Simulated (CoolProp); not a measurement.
Vapour-liquid equilibrium of neopentane (1) + n-pentane (2) at 184 kPa; x and y are mole fractions of (1).

The numbers come from the multi-fluid Helmholtz-energy mixture model, Lemmon 2006 and Thol 2019; pair parameters Bell 2016 in CoolProp.

**Question.** Give the bubble temperature and the first vapour's composition at x = 0.2, 0.575, 0.65. Is there an azeotrope?

**Answer.** x = 0.2: 47.4 °C, y = 0.351; x = 0.575: 36.4 °C, y = 0.750; x = 0.65: 34.6 °C, y = 0.805. No azeotrope shows between x = 0.05 and 0.95.

The pair parameters rest on a limited set of measurements; away from them the model extrapolates.
